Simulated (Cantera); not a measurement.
Equilibrium for silicon carbide growth: CH₃SiCl₃ + CH₄ + H₂

Charge: 1 mol CH₃SiCl₃, 2.3 mol CH₄, 940 mol H₂, held at 1050 K and 13.3 mbar.

These are equilibrium values from Cantera (NASA tables, ideal gas, pure condensed phases), not measurements of a reactor. Candidate condensed phases: C, C₆H₆, C₇H₈, C₈H₁₈, Si, SiC; 109 gas species. The feed counts by its element totals alone. The numbers say what is thermodynamically allowed, not how fast it happens.

```json
{
  "x(H₂)": "0.996",
  "x(HCl)": "0.00317",
  "x(CH₄)": "0.000757",
  "n(C(graphite))": "1.58 mol",
  "n(SiC(s))": "1.000 mol",
  "gas_amount": "946.9 mol",
  "log10 activity of Si(s) (absent)": "-3.23"
}
```
